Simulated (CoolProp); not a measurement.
Ethanol along the isotherm 307.75 °C: density (kg/m³) from the reference equation and from simpler models built on Tc = 241.6 °C, pc = 6268 kPa, ω = 0.644; each cubic takes its own stable root.

Computed with CoolProp (reference Helmholtz-energy equation of state, Schroeder 2014).

| p (kPa) | phase | reference | Soave-Redlich-Kwong | Peng-Robinson |
|---|---|---|---|---|
| 29.7 | gas | 0.2835 | 0.2836 | 0.2836 |
| 50.2 | gas | 0.4795 | 0.4796 | 0.4797 |
| 84.7 | gas | 0.8097 | 0.8101 | 0.8105 |
| 143 | gas | 1.369 | 1.370 | 1.371 |
| 241 | gas | 2.314 | 2.317 | 2.320 |
| 407 | gas | 3.925 | 3.934 | 3.943 |
| 687 | gas | 6.676 | 6.702 | 6.728 |
| 1160 | gas | 11.42 | … | … |
| 1960 | gas | 19.76 | … | … |
| 3300 | gas | 34.73 | … | … |
| 5570 | gas | 63.96 | 65.60 | 67.74 |
| 9400 | supercritical | 134.9 | 132.4 | … |

**Question.** What belongs in the gaps?

**Answer.** 
- 1160, Soave-Redlich-Kwong: 11.50
- 1160, Peng-Robinson: 11.57
- 1960, Soave-Redlich-Kwong: 19.98
- 1960, Peng-Robinson: 20.20
- 3300, Soave-Redlich-Kwong: 35.37
- 3300, Peng-Robinson: 36.04
- 9400, Peng-Robinson: 139.6
